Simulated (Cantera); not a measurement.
## Pyrogenic steam for wet oxidation

An isothermal, constant-pressure homogeneous reactor starts with H₂ : O₂ : N₂ : H₂O = 0.43 : 1 : 14 : 0.044 (molar parts), equivalence ratio 0.21, at 1050 K and 0.148 atm.

Computed with Cantera and the H2/O2 subset of GRI-Mech 3.0, which has no nitrogen chemistry.

```
t (s)         x H₂    x O₂     x HO₂    x H₂O₂    x H₂O
--------  --------  ------  --------  --------  -------
2.00e-5     0.0278  0.0646  1.45e-11    <1e-12  0.00284
6.91e-5     0.0278  0.0646  5.13e-11    <1e-12  0.00284
0.000239    0.0278  0.0646  1.98e-10    <1e-12  0.00284
0.000825    0.0278  0.0646   4.70e-9  4.32e-12  0.00284
0.00285    0.00645  0.0545   5.31e-6   3.86e-7   0.0200
0.00985   0.000174  0.0514   3.19e-6   3.31e-7   0.0308
0.0340     1.33e-5  0.0514   6.60e-7   1.14e-7   0.0310
0.118      1.06e-6  0.0514   9.37e-8   2.50e-8   0.0311
0.406      9.12e-8  0.0514   1.55e-8   5.29e-9   0.0311
1.40       1.42e-8  0.0514   3.39e-9   1.29e-9   0.0311
4.85       3.25e-9  0.0514  9.01e-10  3.49e-10   0.0311
16.8      8.65e-10  0.0514  3.18e-10  9.99e-11   0.0311
57.9      2.67e-10  0.0514  2.16e-10  3.13e-11   0.0311
200       1.37e-10  0.0514  2.36e-10  1.53e-11   0.0311
```
x: mole fraction; the columns are a selection and need not sum to one.

Equilibrium at this temperature and pressure: H₂ 1.29e-10, O₂ 0.0514, HO₂ 2.41e-10, H₂O₂ 1.41e-11, H₂O 0.0311 (gas phase only).
